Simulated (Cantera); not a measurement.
Feed: 1 mol CH4, 1.4 mol CO2, 9.5 mol H2, equilibrated at 1 atm.

Cantera equilibrium calculation (NASA polynomials, part measured and part estimated; ideal gas, pure solids and liquids). Candidate condensed phases: C, C6H6, C7H8, C8H18, H2O; 110 gas species. The numbers say what is thermodynamically allowed, not how fast it happens.

x: gas mole fraction; nothing condenses.

```csv
T (K),x H2,x CO,x H2O,x H,x CH4,x CO2
1000,0.757,0.133,0.0564,1.96e-9,0.0395,0.0142
1150,0.799,0.166,0.0276,?,?,?
1300,0.801,0.169,0.0259,9.84e-7,0.000247,0.00311
1450,0.801,0.170,0.0264,8.41e-6,2.80e-5,0.00236
1600,0.800,0.171,0.0269,4.83e-5,4.77e-6,0.00191
1750,0.800,0.171,0.0272,0.000207,1.11e-6,0.00160
1900,0.799,0.171,0.0274,?,?,?
2050,0.798,0.171,0.0275,0.00201,1.17e-7,0.00124
2200,0.795,0.171,0.0276,0.00499,4.81e-8,0.00112
2350,0.790,0.171,0.0275,0.0110,2.21e-8,0.00103
2500,0.780,0.170,0.0273,0.0221,1.10e-8,0.000960
2650,0.763,0.168,0.0269,0.0407,5.84e-9,0.000899
```

Problem. Some entries are withheld; supply them.

Solution. 
- 1900, x H: 0.000705
- 1900, x CH4: 3.29e-7
- 1900, x CO2: 0.00139
- 1150, x H: 6.62e-8
- 1150, x CH4: 0.00344
- 1150, x CO2: 0.00481
